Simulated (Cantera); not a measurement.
What does this Cantera script print?

```python
import numpy as np
import cantera as ct

gas = ct.Solution("gri30.yaml")
gas.TPX = 1775, 101325, {'C2H6': 1, 'N2': 50}
inlet = ct.Reservoir(gas, clone=True)

reactor = ct.IdealGasConstPressureReactor(gas, energy="off", clone=False)
exhaust = ct.Reservoir(gas, clone=True)
tau = [29, 4.2, 0.61, 0.088, 0.013, 0.0018, 0.00027][0]
for a, b in ((inlet, reactor), (reactor, exhaust)):
    ct.MassFlowController(a, b, mdot=lambda t: reactor.mass / tau)
net = ct.ReactorNet([reactor])
show = ['C2H6', 'H2', 'CH2', 'H', 'C2H', 'C2H4']

rows = []
print(f"{'tau/s':>10s}{'T/K':>9s}" + "".join(f"{s:>11s}" for s in show))
for tau in [29, 4.2, 0.61, 0.088, 0.013, 0.0018, 0.00027]:
    net.initial_time = 0.0
    net.advance(30 * tau)
    before = gas.X
    net.advance(40 * tau)
    drift = np.max(np.abs(gas.X - before) / (gas.X + 1e-9))
    rows.append([gas.T, *gas[show].X, drift])
    print(f"{tau:10.3e}{gas.T:9.1f}" + "".join(f"{x:11.3e}" for x in gas[show].X))
```

Output:

```
     tau/s      T/K       C2H6         H2        CH2          H        C2H       C2H4
 2.900e+01   1775.0  3.548e-08  3.724e-02  1.484e-08  5.680e-05  2.227e-07  1.964e-05
 4.200e+00   1775.0  2.347e-07  3.663e-02  3.897e-08  5.834e-05  2.309e-07  2.049e-05
 6.100e-01   1775.0  1.536e-06  3.529e-02  1.080e-07  6.298e-05  2.527e-07  2.750e-05
 8.800e-02   1775.0  9.442e-06  3.316e-02  3.273e-07  7.757e-05  3.177e-07  6.919e-05
 1.300e-02   1775.0  5.036e-05  3.097e-02  1.071e-06  1.166e-04  4.854e-07  2.485e-04
 1.800e-03   1775.0  2.609e-04  2.814e-02  3.501e-06  1.911e-04  7.936e-07  9.637e-04
 2.700e-04   1775.0  1.271e-03  2.254e-02  9.094e-06  2.708e-04  1.039e-06  3.260e-03
```

Cantera simulation using GRI-Mech 3.0 (53 species, 325 reactions); the numbers are that mechanism's predictions, not measurements. GRI-Mech 3.0 stops at C3 and has no aromatics, soot or wall deposition, so with more carbon than oxygen in the feed, carbon stays in small species such as C2H2 where larger ones or solid carbon would form.
